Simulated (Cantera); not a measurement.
Catalytic combustion on Pt

An isothermal plug-flow reactor at 850 K and 1950 Torr (inlet), inlet velocity 2.1 m/s, active area per volume 5100 1/m; feed CH4 : O2 : N2 : H2O = 0.0023 : 0.011 : 0.79 : 0.0062 (molar parts).

Computed with Cantera and Deutschmann's 1995 Pt surface mechanism with GRI-Mech 3.0 gas chemistry. Catalytic surfaces can have several steady states; this one follows from the mechanism file's or the stated starting coverage. Mass transfer to the wall is taken as infinitely fast.

```json
[
 {"z (m)": "3.2e-05", "x CH4": "0.00284", "x O2": "0.0136", "x H2O": "0.00766", "x CO2": "2.45e-6", "x CO": "1.33e-7", "θ free Pt": "0.0945", "θ O*": "0.902", "θ OH*": "0.00342"},
 {"z (m)": "5.3e-05", "x CH4": "0.00284", "x O2": "0.0136", "x H2O": "0.00767", "x CO2": "4.07e-6", "x CO": "2.05e-7", "θ free Pt": "0.0945", "θ O*": "0.902", "θ OH*": "0.00342"},
 {"z (m)": "8.8e-05", "x CH4": "0.00283", "x O2": "0.0136", "x H2O": "0.00767", "x CO2": "6.80e-6", "x CO": "3.03e-7", "θ free Pt": "0.0945", "θ O*": "0.902", "θ OH*": "0.00343"},
 {"z (m)": "0.00015", "x CH4": "0.00283", "x O2": "0.0136", "x H2O": "0.00768", "x CO2": "1.17e-5", "x CO": "4.28e-7", "θ free Pt": "0.0945", "θ O*": "0.902", "θ OH*": "0.00343"},
 {"z (m)": "0.00025", "x CH4": "0.00282", "x O2": "0.0135", "x H2O": "0.00770", "x CO2": "1.96e-5", "x CO": "5.42e-7", "θ free Pt": "0.0946", "θ O*": "0.902", "θ OH*": "0.00343"},
 {"z (m)": "0.00041", "x CH4": "0.00281", "x O2": "0.0135", "x H2O": "0.00773", "x CO2": "3.24e-5", "x CO": "6.15e-7", "θ free Pt": "0.0946", "θ O*": "0.902", "θ OH*": "0.00344"},
 {"z (m)": "0.00068", "x CH4": "0.00279", "x O2": "0.0135", "x H2O": "0.00777", "x CO2": "5.39e-5", "x CO": "6.42e-7", "θ free Pt": "0.0947", "θ O*": "0.902", "θ OH*": "0.00345"},
 {"z (m)": "0.0011", "x CH4": "0.00275", "x O2": "0.0134", "x H2O": "0.00783", "x CO2": "8.72e-5", "x CO": "6.39e-7", "θ free Pt": "0.0948", "θ O*": "0.902", "θ OH*": "0.00347"},
 {"z (m)": "0.0019", "x CH4": "0.00269", "x O2": "0.0133", "x H2O": "0.00796", "x CO2": "0.000150", "x CO": "6.26e-7", "θ free Pt": "0.0951", "θ O*": "0.901", "θ OH*": "0.00350"},
 {"z (m)": "0.0032", "x CH4": "0.00259", "x O2": "0.0131", "x H2O": "0.00816", "x CO2": "0.000249", "x CO": "6.04e-7", "θ free Pt": "0.0955", "θ O*": "0.901", "θ OH*": "0.00355"}
]
```
x: gas mole fraction; θ: surface coverage.
